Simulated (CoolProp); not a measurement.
CH3F (R41) along the isobar 7.79 MPa: Z from the reference equation and from simpler models built on Tc = 317.3 K, pc = 5.906 MPa, ω = 0.200; each cubic takes its own stable root.

Model: reference Helmholtz-energy equation of state, Lemmon 2006, in CoolProp. It is a short technical equation, of lower accuracy than the large ones.

```
T (K)          phase  reference  van der Waals  Redlich-Kwong  Soave-Redlich-Kwong  Peng-Robinson
-----  -------------  ---------  -------------  -------------  -------------------  -------------
271.3         liquid     0.1649         0.2961         0.2176               0.2113         0.1872
285.3         liquid     0.1672         0.2969         0.2232               0.2171         0.1926
299.3         liquid     0.1732         0.3022         0.2345               0.2293         0.2042
313.3         liquid     0.1872         0.3154         0.2574               0.2552         0.2294
327.2  supercritical     0.2441         0.3466         0.3172               0.3333         0.3078
341.2  supercritical     0.4663         0.4433         0.4861               0.5269         0.4971
355.2  supercritical     0.5838         0.5689         0.5989               0.6363         0.6047
369.1  supercritical     0.6571         0.6435         0.6684               0.7057         0.6741
383.1  supercritical     0.7108         0.6955         0.7190               0.7567         0.7257
397.1  supercritical     0.7523         0.7351         0.7582               0.7964         0.7661
411    supercritical     0.7855         0.7665         0.7894               0.8281         0.7986
425    supercritical     0.8130         0.7926         0.8154               0.8544         0.8258
```
